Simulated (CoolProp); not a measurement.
Saturation properties of isobutane.

Computed with CoolProp (reference Helmholtz-energy equation of state, Bücker 2006).

```json
[
 {"T (K)": "268.2", "p (MPa)": "0.1312", "liquid density (kg/m³)": "586.2", "vapour density (kg/m³)": "3.599", "enthalpy of vaporisation (kJ/kg)": "358.9", "vapour viscosity (µPa s)": "6.74"},
 {"T (K)": "271.9", "p (MPa)": "0.1501", "liquid density (kg/m³)": "582.0", "vapour density (kg/m³)": "4.083", "enthalpy of vaporisation (kJ/kg)": "355.5", "vapour viscosity (µPa s)": "6.83"},
 {"T (K)": "275.5", "p (MPa)": "0.1705", "liquid density (kg/m³)": "577.9", "vapour density (kg/m³)": "4.600", "enthalpy of vaporisation (kJ/kg)": "352.1", "vapour viscosity (µPa s)": "6.92"},
 {"T (K)": "279.2", "p (MPa)": "0.1935", "liquid density (kg/m³)": "573.6", "vapour density (kg/m³)": "5.183", "enthalpy of vaporisation (kJ/kg)": "348.5", "vapour viscosity (µPa s)": "7.01"},
 {"T (K)": "282.9", "p (MPa)": "0.2188", "liquid density (kg/m³)": "569.2", "vapour density (kg/m³)": "5.822", "enthalpy of vaporisation (kJ/kg)": "344.9", "vapour viscosity (µPa s)": "7.10"},
 {"T (K)": "286.6", "p (MPa)": "0.2466", "liquid density (kg/m³)": "564.8", "vapour density (kg/m³)": "6.520", "enthalpy of vaporisation (kJ/kg)": "341.1", "vapour viscosity (µPa s)": "7.20"},
 {"T (K)": "290.2", "p (MPa)": "0.2761", "liquid density (kg/m³)": "560.5", "vapour density (kg/m³)": "7.260", "enthalpy of vaporisation (kJ/kg)": "337.4", "vapour viscosity (µPa s)": "7.29"},
 {"T (K)": "293.9", "p (MPa)": "0.3091", "liquid density (kg/m³)": "555.9", "vapour density (kg/m³)": "8.087", "enthalpy of vaporisation (kJ/kg)": "333.5", "vapour viscosity (µPa s)": "7.38"},
 {"T (K)": "297.6", "p (MPa)": "0.3451", "liquid density (kg/m³)": "551.3", "vapour density (kg/m³)": "8.986", "enthalpy of vaporisation (kJ/kg)": "329.5", "vapour viscosity (µPa s)": "7.48"},
 {"T (K)": "301.3", "p (MPa)": "0.3840", "liquid density (kg/m³)": "546.7", "vapour density (kg/m³)": "9.962", "enthalpy of vaporisation (kJ/kg)": "325.4", "vapour viscosity (µPa s)": "7.58"},
 {"T (K)": "304.9", "p (MPa)": "0.4250", "liquid density (kg/m³)": "542.1", "vapour density (kg/m³)": "10.99", "enthalpy of vaporisation (kJ/kg)": "321.3", "vapour viscosity (µPa s)": "7.68"},
 {"T (K)": "308.6", "p (MPa)": "0.4705", "liquid density (kg/m³)": "537.2", "vapour density (kg/m³)": "12.13", "enthalpy of vaporisation (kJ/kg)": "317.0", "vapour viscosity (µPa s)": "7.78"},
 {"T (K)": "312.3", "p (MPa)": "0.5194", "liquid density (kg/m³)": "532.3", "vapour density (kg/m³)": "13.37", "enthalpy of vaporisation (kJ/kg)": "312.6", "vapour viscosity (µPa s)": "7.89"},
 {"T (K)": "316", "p (MPa)": "0.5721", "liquid density (kg/m³)": "527.3", "vapour density (kg/m³)": "14.70", "enthalpy of vaporisation (kJ/kg)": "308.0", "vapour viscosity (µPa s)": "8.00"},
 {"T (K)": "319.6", "p (MPa)": "0.6270", "liquid density (kg/m³)": "522.4", "vapour density (kg/m³)": "16.11", "enthalpy of vaporisation (kJ/kg)": "303.4", "vapour viscosity (µPa s)": "8.11"}
]
```

It boils at 261.4 K under 1 atm.

Viscosity comes from a separate model (Vogel 2000).
